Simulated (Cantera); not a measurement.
Charge: 1 mol Si, 0.3 mol CO2, 31 mol N2, at 1998.15 K and 0.130 Pa.

Equilibrium computed with Cantera from the NASA thermochemical tables; the gas is ideal and each condensed phase is pure. Candidate condensed phases: C, Si, SiC, SiO2, Si2N2O, Si3N4; 34 gas species. Equilibrium is a limit: real reactors are often held back by kinetics, nucleation or transport.

Base state: N2 0.960, Si 0.0217, SiO 0.00929, CO 0.00929 (mole fractions); condensed: gas only.

**Question.** What changes in the equilibrium state with this change: temperature from 1998.15 K to 948.15 K?

**Answer.** 
```tsv
species	before	after
N2	0.960	0.997
CO	0.00929	0.00327
Si	0.0217	<1e-9
SiO	0.00929	<1e-9
C(graphite), mol	0	0.200
Si2N2O(s), mol	0	0.500
```
N2 is the only nitrogen source here; it is nearly inert below about 1500 K, so the nitride shown seldom forms there in practice.
